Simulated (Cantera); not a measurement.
Feed: 1 mol Cu, 0.77 mol CO₂, 4.2 mol H₂, at 83.0 mbar.

These are equilibrium values from Cantera (NASA tables, ideal gas, pure condensed phases), not measurements of a reactor. Candidate condensed phases: C, C₆H₆, C₇H₈, C₈H₁₈, Cu, CuO, Cu(OH)₂, Cu₂O, H₂O; 113 gas species. The numbers say what is thermodynamically allowed, not how fast it happens.

x: gas mole fraction; n: condensed amount in mol.

```json
[
 {"T (°C)": "1225", "x H₂": "0.701", "x CO": "0.144", "x H₂O": "0.144", "x Cu": "9.58e-5", "x CO₂": "0.0114", "x H": "5.00e-5", "n Cu(l)": "1.000"},
 {"T (°C)": "1275", "x H₂": "0.701", "x CO": "0.144", "x H₂O": "0.144", "x Cu": "0.000217", "x CO₂": "0.0107", "x H": "8.95e-5", "n Cu(l)": "0.999"},
 {"T (°C)": "1325", "x H₂": "0.700", "x CO": "0.145", "x H₂O": "0.145", "x Cu": "0.000465", "x CO₂": "0.0100", "x H": "0.000155", "n Cu(l)": "0.998"},
 {"T (°C)": "1375", "x H₂": "0.699", "x CO": "0.145", "x H₂O": "0.145", "x Cu": "0.000952", "x CO₂": "0.00943", "x H": "0.000258", "n Cu(l)": "0.995"},
 {"T (°C)": "1425", "x H₂": "0.697", "x CO": "0.146", "x H₂O": "0.146", "x Cu": "0.00186", "x CO₂": "0.00893", "x H": "0.000419", "n Cu(l)": "0.991"},
 {"T (°C)": "1475", "x H₂": "0.696", "x CO": "0.146", "x H₂O": "0.146", "x Cu": "0.00351", "x CO₂": "0.00847", "x H": "0.000661", "n Cu(l)": "0.982"},
 {"T (°C)": "1525", "x H₂": "0.693", "x CO": "0.146", "x H₂O": "0.146", "x Cu": "0.00637", "x CO₂": "0.00805", "x H": "0.00102", "n Cu(l)": "0.968"},
 {"T (°C)": "1575", "x H₂": "0.689", "x CO": "0.145", "x H₂O": "0.145", "x Cu": "(withheld)", "x CO₂": "0.00766", "x H": "(withheld)", "n Cu(l)": "0.943"},
 {"T (°C)": "1625", "x H₂": "0.682", "x CO": "0.145", "x H₂O": "0.144", "x Cu": "(withheld)", "x CO₂": "0.00728", "x H": "(withheld)", "n Cu(l)": "0.903"},
 {"T (°C)": "1675", "x H₂": "0.672", "x CO": "0.143", "x H₂O": "0.143", "x Cu": "0.0316", "x CO₂": "0.00691", "x H": "0.00322", "n Cu(l)": "0.837"},
 {"T (°C)": "1725", "x H₂": "0.658", "x CO": "0.140", "x H₂O": "0.140", "x Cu": "0.0509", "x CO₂": "0.00652", "x H": "0.00452", "n Cu(l)": "0.730"}
]
```

Question: Complete the blanks.

Answer: 
- 1575, x Cu: 0.0112
- 1575, x H: 0.00153
- 1625, x Cu: 0.0191
- 1625, x H: 0.00224
